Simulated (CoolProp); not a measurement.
Cyclohexane along the isotherm 346.85 °C: fugacity coefficient from the reference equation and from simpler models built on Tc = 280.5 °C, pc = 40.81 bar, ω = 0.209; each cubic takes its own stable root.

The numbers come from the reference Helmholtz-energy equation of state, Zhou 2014 in CoolProp.

| p (bar) | phase | reference |
|---|---|---|
| 1.29 | gas | 0.9925 |
| 2.94 | gas | 0.9830 |
| 6.68 | gas | 0.9616 |
| 15.2 | gas | 0.9136 |
| 34.6 | gas | 0.8079 |
| 78.8 | supercritical | 0.5900 |
| 179 | supercritical | 0.3903 |
| 408 | supercritical | 0.3497 |

Q: How far does each simpler model (Redlich-Kwong, Peng-Robinson) lie from the reference over these 8 states: mean and median of the absolute difference, and the worst?

A: 
- Redlich-Kwong: mean 0.9 %, median 0.5 %, worst +3.2 % at 346.85 °C and 408 bar
- Peng-Robinson: mean 1.5 %, median 1.1 %, worst -4.7 % at 346.85 °C and 408 bar
